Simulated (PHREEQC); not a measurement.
Dissolve 0.15 mol/kgw KHCO3, 0.0012 mol/kgw NaF and 7.5e-05 mol/kgw NaCl at 20 °C. Closed to the air; pH follows from the charge balance.

Computed with PHREEQC (ion-association model, wateq4f.dat).

```json
[
 {"quantity": "pH", "before": "8.14", "after": "9.95"},
 {"quantity": "CO2 (mol/kgw)", "before": "0.00190", "after": "1.38e-5"},
 {"quantity": "Na+ (mol/kgw)", "before": "0.00121", "after": "0.000968"},
 {"quantity": "NaHCO3 (mol/kgw)", "before": "5.56e-5", "after": "2.00e-5"},
 {"quantity": "SI of Nahcolite (NaHCO3)", "before": "-3.39", "after": "-3.82"},
 {"quantity": "SI of Natron (Na2CO3:10H2O)", "before": "-7.78", "after": "-6.52"}
]
```

Q: Name the change that produced these shifts.
A. diluted 10-fold with water
B. NaCl from 7.5e-05 to 8.25e-05 mol/kgw
C. 0.075 mol/kgw RbOH added
D. NaCl replaced by (CH3)4NCl at the same molality
E. temperature from 20 to 80 °C

A: C, 0.075 mol/kgw RbOH added

This is a speciation only: nothing precipitates in the calculation.
